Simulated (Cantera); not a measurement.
**Low-pressure radical oxidation in H2/O2**

An isothermal, constant-pressure homogeneous reactor starts with H2 : O2 = 0.24 : 1 (molar parts), at 1200 K and 130 Pa.

Cantera simulation using the H2/O2 subset of GRI-Mech 3.0, which has no nitrogen chemistry; the numbers are that mechanism's predictions, not measurements. Radical loss at walls, strong at low pressure, is not modelled. The temperature is held fixed by assumption; the heat of reaction is taken as removed at once.

| t (s) | x H2 | x O2 | x H | x OH | x O | x HO2 | x H2O2 |
|---|---|---|---|---|---|---|---|
| 5.00e-5 | 0.194 | 0.806 | 6.71e-10 | 2.99e-11 | 3.13e-11 | 6.99e-10 | <1e-12 |
| 0.000120 | 0.194 | 0.806 | 1.54e-9 | 1.51e-10 | 1.68e-10 | 1.67e-9 | <1e-12 |
| 0.000286 | 0.194 | 0.806 | 3.56e-9 | 6.86e-10 | 8.53e-10 | 4.00e-9 | <1e-12 |
| 0.000684 | 0.194 | 0.806 | 9.60e-9 | 2.93e-9 | 4.27e-9 | 9.55e-9 | 4.98e-12 |
| 0.00164 | 0.194 | 0.806 | 4.64e-8 | 1.76e-8 | 2.85e-8 | 2.28e-8 | 2.84e-11 |
| 0.00391 | 0.194 | 0.806 | 1.16e-6 | 4.63e-7 | 7.71e-7 | 5.49e-8 | 1.62e-10 |
| 0.00935 | 0.189 | 0.804 | 0.00209 | 0.000818 | 0.00138 | 3.30e-7 | 1.43e-9 |
| 0.0224 | 0.00876 | 0.691 | 0.0678 | 0.00962 | 0.0766 | 7.96e-7 | 2.54e-8 |
| 0.0535 | 0.00831 | 0.693 | 0.0654 | 0.00941 | 0.0758 | 8.01e-7 | 2.50e-8 |
| 0.128 | 0.00802 | 0.698 | 0.0606 | 0.00927 | 0.0718 | 8.14e-7 | 2.61e-8 |
| 0.306 | 0.00731 | 0.709 | 0.0502 | 0.00892 | 0.0629 | 8.42e-7 | 2.85e-8 |
| 0.731 | 0.00565 | 0.732 | 0.0314 | 0.00797 | 0.0455 | 8.82e-7 | 3.34e-8 |
| 1.75 | 0.00284 | 0.761 | 0.0102 | 0.00576 | 0.0213 | 8.57e-7 | 3.92e-8 |
| 4.18 | 0.000708 | 0.779 | 0.00122 | 0.00291 | 0.00514 | 5.91e-7 | 3.38e-8 |
| 10.0 | 0.000118 | 0.784 | 8.14e-5 | 0.00119 | 0.000847 | 2.28e-7 | 1.80e-8 |
x: mole fraction; the columns are a selection and need not sum to one.

Equilibrium at this temperature and pressure: H2 8.58e-8, O2 0.786, H 1.61e-9, OH 3.22e-5, O 6.20e-7, HO2 1.00e-8, H2O2 1.64e-10 (gas phase only).
